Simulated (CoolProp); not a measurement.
Vinyl chloride at 293.15 K and 0.253 MPa is throttled through a valve to 0.133 MPa with no heat exchange. Each further row changes one setting.

The numbers come from the reference Helmholtz-energy equation of state, Thol 2022 in CoolProp.

```json
[
 {"case": "as stated", "temperature change (K)": "___", "final density (kg/m³)": "___"},
 {"case": "outlet pressure 0.0399 MPa", "temperature change (K)": "___", "final density (kg/m³)": "___"},
 {"case": "outlet pressure 0.173 MPa", "temperature change (K)": "-2.3", "final density (kg/m³)": "___"}
]
```

Some entries are withheld; supply them.


- as stated, temperature change (K): -3.5
- as stated, final density (kg/m³): 3.55
- outlet pressure 0.0399 MPa, temperature change (K): -6.3
- outlet pressure 0.0399 MPa, final density (kg/m³): 1.05
- outlet pressure 0.173 MPa, final density (kg/m³): 4.63
